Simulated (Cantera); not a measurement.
Input (Python, Cantera) and output of one run.

```python
import numpy as np
import cantera as ct

gas_names = [...]  # 87 gases of nasa_gas.yaml made of C, H, Si
cond_names = """
    C(gr) C6H6(L) C7H8(L) C8H18(L),n-octa Si(cr) Si(L) SiC(b)
""".split()


# ... load() reads the species with a 1 bar reference pressure and builds the phases ...
atoms = {
    'SiC': {'Si': 1, 'C': 1},
    'Si': {'Si': 1},
    'H2': {'H': 2},
}
top_T = {'C(gr)': 4500, 'SiC(b)': 3050}  # K; cautious upper limits of use, not melting points


# ... equilibrate(T, P, feed) seeds the gas with the atoms and calls Mixture.equilibrate('TP', solver="vcs", rtol=1e-11, max_steps=5000) ...
results = []
feed = {'SiC': 1, 'Si': 0.099, 'H2': 0.011}  # mol
T = 2375  # K
P = 610  # Pa
mix = equilibrate(T, P, feed)
results.append((T, P, feed, dict(zip(mix.species_names, mix.species_moles))))
x = sorted(zip(gas.X, gas.species_names), reverse=True)
print(f"T = {T:g} K  P = {P:g} Pa  gas = {mix.phase_moles(0):.4g} mol")
print("   x: " + "  ".join(f"{s} {v:.3e}" for v, s in x if v > 0.0001))
print("   condensed (mol): " + ("  ".join(f"{mix.phase(i).name} {mix.phase_moles(i):.4g}"
      for i in range(1, mix.n_phases) if mix.phase_moles(i) > 1e-12) or "none"))
```

Output:

```
T = 2375 K  P = 610 Pa  gas = 0.01827 mol
   x: H2 5.331e-01  Si 2.906e-01  H 1.318e-01  Si2C 2.956e-02  Si2 6.379e-03  SiH 5.346e-03  SiC2 1.592e-03  Si3 1.157e-03  SiH2 3.391e-04  C2H2,acetylene 1.023e-04
   condensed (mol): Si(L) 0.09278  SiC(b) 0.9994
```

Cantera equilibrium calculation (NASA polynomials, part measured and part estimated; ideal gas, pure solids and liquids). Mutual solubility and eutectic melting of coexisting phases are not modelled. Gases not in the tables: Si2H6 and higher silanes.
